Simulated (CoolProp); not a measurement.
Octamethylcyclotetrasiloxane (D4) along the isobar 101 kPa: density (kg/m³) from the reference equation and from simpler models built on Tc = 586.5 K, pc = 1347 kPa, ω = 0.598; each cubic takes its own stable root.

Computed with CoolProp (reference Helmholtz-energy equation of state, Thol 2015).

```csv
T (K),phase,reference,Redlich-Kwong,Peng-Robinson
421.7,liquid,802.4,9.167,823.8
434.9,liquid,784.8,8.833,805.7
461.3,gas,8.387,8.242,8.376
474.5,gas,8.091,7.978,8.089
487.8,gas,7.817,7.730,7.823
501,gas,7.568,7.501,7.577
514.2,gas,7.336,7.285,7.348
527.4,gas,7.121,7.083,7.135
540.7,gas,6.919,6.891,6.933
553.9,gas,6.731,6.711,6.745
567.1,gas,6.554,6.541,6.568
580.3,gas,6.388,6.380,6.401
593.6,gas,6.230,6.226,6.242
606.8,gas,6.081,6.081,6.092
620,gas,5.940,5.942,5.950
```

At some of these states Redlich-Kwong gives the other phase, because its saturation line lies elsewhere.
